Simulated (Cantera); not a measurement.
Stirred combustor or abatement burner

A perfectly stirred reactor is fed with H2 : O2 : N2 = 1 : 0.781 : 2.94 (molar parts), at 760 Torr; it is adiabatic with a 800 K inlet, and is followed from long to short residence time, starting on the burning branch (τ in s: 0.44, 0.2, 0.089, 0.04, 0.018, 0.0082, 0.0037, 0.0017, 0.00075, 0.00034, 0.00015, 6.9e-05).

Computed with Cantera and the H2/O2 subset of GRI-Mech 3.0, which has no nitrogen chemistry.

```csv
τ (s),T (K),x H2,x O2,x H2O,x H,x H2O2
0.44,2289,0.00179,0.0647,0.230,0.000392,2.53e-7
0.20,2288,0.00182,0.0647,0.230,0.000401,2.52e-7
0.089,2287,0.00188,0.0647,0.230,0.000421,2.50e-7
0.040,2285,0.00201,0.0646,0.229,0.000465,2.47e-7
0.018,2279,0.00230,0.0646,0.229,0.000568,2.41e-7
0.0082,2267,0.00291,0.0645,0.227,0.000806,2.36e-7
0.0037,2243,0.00410,0.0643,0.225,0.00137,2.41e-7
0.0017,2203,0.00609,0.0642,0.220,0.00256,2.69e-7
0.00075,2138,0.00921,0.0645,0.214,0.00508,3.36e-7
0.00034,2049,0.0131,0.0653,0.205,0.00941,4.56e-7
0.00015,1929,0.0177,0.0670,0.195,0.0164,6.99e-7
6.9e-5,1793,0.0224,0.0697,0.184,0.0255,1.19e-6
```
x: mole fraction; the columns are a selection and need not sum to one.
